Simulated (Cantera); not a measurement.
Feed: 1 mol Si₃N₄, 0.012 mol CO₂, 170 mol H₂, at 2150 K and 0.143 Torr.

These are equilibrium values from Cantera (NASA tables, ideal gas, pure condensed phases), not measurements of a reactor. Candidate condensed phases: C, C₆H₆, C₇H₈, C₈H₁₈, H₂O, Si, SiC, SiO₂, Si₂N₂O, Si₃N₄; 151 gas species. Rates play no part.

Base state: H₂ 0.716, H 0.259, Si 0.0148, N₂ 0.00995, SiH 8.42e-5, SiO 6.35e-5, CO 5.59e-5 (mole fractions); condensed: gas only.

### Question
What changes in the equilibrium state with this change: temperature from 2150 K to 1098 K?

### Answer
```tsv
species	before	after
H₂	0.716	1.000
N₂	0.00995	9.41e-5
H	0.259	1.79e-6
Si	0.0148	<1e-9
SiO	6.35e-5	2.42e-9
SiH	8.42e-5	<1e-9
CO	5.59e-5	<1e-9
SiC(s), mol	0	0.0120
Si₂N₂O(s), mol	0	0.0240
Si₃N₄(s), mol	0	0.980
```
Mutual solubility and eutectic melting of coexisting phases are not modelled.

### Question
What changes in the equilibrium state with this change: pressure from 0.143 Torr to 7.50 Torr?

### Answer
```csv
species,before,after
H₂,0.716,0.932
H,0.259,0.0407
Si,0.0148,0.0153
N₂,0.00995,0.0112
Si₃,6.67e-9,2.05e-5
Si₂N,5.45e-8,2.37e-5
Si₂C,1.53e-7,3.85e-5
SiH₂,2.10e-6,0.000149
```
The tables' values for SiN are old estimates; treat these amounts as uncertain. Gases not in the tables: Si₂H₆ and higher silanes.
